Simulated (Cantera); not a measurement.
Input (Python, Cantera):

```python
import numpy as np
import cantera as ct

gas = ct.Solution("gri30.yaml")
gas.TPX = 1400, 940000, {'CH4': 1, 'O2': 2.02, 'N2': 18.8, 'H2': 0.053}
reactor = ct.IdealGasConstPressureReactor(gas, energy="on", clone=False)
net = ct.ReactorNet([reactor])
net.rtol, net.atol = 1e-08, 1e-16
show = ['CH4', 'O2', 'H2', 'HCO', 'OH', 'CO', 'HCN']
times = np.geomspace(5e-06, 0.2, 15)

steps = ct.SolutionArray(gas, extra=["t"])
rows = []
print(f"{'t/s':>10s}{'T/K':>9s}{'P/Pa':>11s}" + "".join(f"{s:>11s}" for s in show))
for t in times:
    while net.time < t:
        t_next = net.step()
        steps.append(gas.state, t=t_next)
    rows.append([np.interp(t, steps.t, y) for y in (steps.T, steps.P, *steps(*show).X.T)])
    print(f"{t:10.3e}{rows[-1][0]:9.1f}{rows[-1][1]:11.4g}" + "".join(f"{x:11.3e}" for x in rows[-1][2:]))
rate = np.gradient(steps.T, steps.t)
print("integrator steps:", len(steps.t))
if steps.T.max() > steps.T[0] + 200:
    print(f"time of steepest temperature rise: {steps.t[rate.argmax()]:.4e} s")
gas.TPX = 1400, 940000, {'CH4': 1, 'O2': 2.02, 'N2': 18.8, 'H2': 0.053}
gas.equilibrate("HP")
print(f"equilibrium (HP): T = {gas.T:.1f} K  " + "  ".join(f"{s} {gas[s].X[0]:.3e}" for s in show))
```

It prints:

```
       t/s      T/K       P/Pa        CH4         O2         H2        HCO         OH         CO        HCN
 5.000e-06   1400.0    9.4e+05  4.572e-02  9.235e-02  2.423e-03  5.980e-14  1.708e-09  1.389e-11  2.015e-19
 1.066e-05   1400.0    9.4e+05  4.572e-02  9.235e-02  2.423e-03  3.264e-13  3.687e-09  1.492e-10  1.032e-18
 2.272e-05   1400.0    9.4e+05  4.572e-02  9.235e-02  2.423e-03  2.181e-12  9.332e-09  1.942e-09  6.051e-18
 4.843e-05   1400.0    9.4e+05  4.571e-02  9.234e-02  2.423e-03  2.175e-11  2.875e-08  3.576e-08  4.834e-17
 1.032e-04   1400.2    9.4e+05  4.565e-02  9.231e-02  2.420e-03  2.982e-10  8.658e-08  9.498e-07  6.681e-16
 2.201e-04   1401.4    9.4e+05  4.539e-02  9.215e-02  2.420e-03  2.020e-09  1.573e-07  1.605e-05  6.507e-15
 4.691e-04   1407.0    9.4e+05  4.432e-02  9.145e-02  2.512e-03  1.234e-08  3.862e-07  1.905e-04  6.111e-14
 1.000e-03   2248.2    9.4e+05  1.526e-15  6.181e-03  4.238e-03  2.151e-08  3.443e-03  1.057e-02  3.922e-11
 2.132e-03   2332.0    9.4e+05  1.046e-16  2.144e-03  1.609e-03  1.090e-09  1.432e-03  4.165e-03  2.181e-11
 4.544e-03   2331.3    9.4e+05  1.091e-16  2.081e-03  1.625e-03  1.100e-09  1.417e-03  4.199e-03  2.684e-11
 9.686e-03   2329.9    9.4e+05  1.178e-16  1.976e-03  1.655e-03  1.123e-09  1.392e-03  4.268e-03  3.625e-11
 2.065e-02   2328.1    9.4e+05  1.313e-16  1.835e-03  1.699e-03  1.158e-09  1.357e-03  4.368e-03  5.033e-11
 4.401e-02   2326.5    9.4e+05  1.432e-16  1.728e-03  1.735e-03  1.187e-09  1.330e-03  4.451e-03  6.242e-11
 9.382e-02   2326.2    9.4e+05  1.465e-16  1.702e-03  1.745e-03  1.194e-09  1.323e-03  4.473e-03  6.570e-11
 2.000e-01   2326.1    9.4e+05  1.466e-16  1.701e-03  1.745e-03  1.195e-09  1.323e-03  4.473e-03  6.581e-11
integrator steps: 2128
time of steepest temperature rise: 9.7081e-04 s
equilibrium (HP): T = 2326.1 K  CH4 1.790e-16  O2 1.701e-03  H2 1.745e-03  HCO 1.195e-09  OH 1.323e-03  CO 4.473e-03  HCN 6.581e-11
```

Computed with Cantera and GRI-Mech 3.0 (53 species, 325 reactions).
